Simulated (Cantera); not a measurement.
Mixture: H2 : O2 : N2 = 1 : 0.667 : 2.51 (molar parts), at 150000 Pa, adiabatic and at constant volume. Ignition delay is the time to a rise of 400 K.

Model: GRI-Mech 3.0 (53 species, 325 reactions), integrated in Cantera. Where the delays flatten at high temperature, the 400 K rule measures the pace of heat release, not the induction time.

Question: Predict: delay at 1175 K; delay at 1375 K; delay at 1575 K; delay at 1775 K; delay at 1975 K.

Answer: 
* **delay at 1175 K**: 36.2 µs
* **delay at 1375 K**: 14.3 µs
* **delay at 1575 K**: 8.76 µs
* **delay at 1775 K**: 7.39 µs
* **delay at 1975 K**: 7.82 µs
